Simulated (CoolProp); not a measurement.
The fluid at 500.59 K and 3.23 MPa flows at 11 m/s in a round tube of 2 mm bore and 1.5 µm roughness, fully developed (64/Re and Nu = 3.66 if laminar; Colebrook and Gnielinski if turbulent). The same conditions are run with several fluids, on thermodynamics alone (safety and materials aside).

Model: reference Helmholtz-energy equation of state of each fluid (propylene: Lemmon 2013; nitrogen: Span 2000; n-butane: Bücker 2006; methane: Setzmann 1991; n-pentane: Thol 2019), in CoolProp.

Q: Rank propylene, nitrogen, n-butane, methane, n-pentane by Reynolds number, highest first.

A: n-pentane (179000), n-butane (90500), propylene (50800), nitrogen (17900), methane (15800)

| fluid | Darcy friction factor | pressure drop (Pa/m) | heat-transfer coefficient (W/(m² K)) | mass flow (kg/h) |
|---|---|---|---|---|
| propylene | 0.0233 | 25100 | 3000 | 4.44 |
| nitrogen | 0.0281 | 18200 | 991 | 2.67 |
| n-butane | 0.0215 | 35800 | 5030 | 6.84 |
| methane | 0.0288 | 10900 | 1590 | 1.55 |
| n-pentane | 0.0202 | 51000 | 8700 | 10.4 |

Transport values come from each fluid's own correlations; those of propylene, n-pentane are estimates that may be off by 10 % or more.
